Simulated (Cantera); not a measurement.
A closed system holds: 1 mol Hg, 0.13 mol H2, equilibrated at 1.33 mbar.

These are equilibrium values from Cantera (NASA tables, ideal gas, pure condensed phases), not measurements of a reactor. Candidate condensed phases: Hg; 3 gas species. Equilibrium is a limit: real reactors are often held back by kinetics, nucleation or transport. All values below are at 748 K.

Base state: Hg 0.885, H2 0.115 (mole fractions); condensed: gas only.

Question: What changes in the equilibrium state with this change: Hg replaced by HgO?

Answer: 
| species | before | after |
|---|---|---|
| Hg | 0.885 | 0.639 |
| O2 | 0 | 0.278 |
| H2O | 0 | 0.0831 |
| H2 | 0.115 | <1e-9 |
Further candidate phases: H2O, HgO.
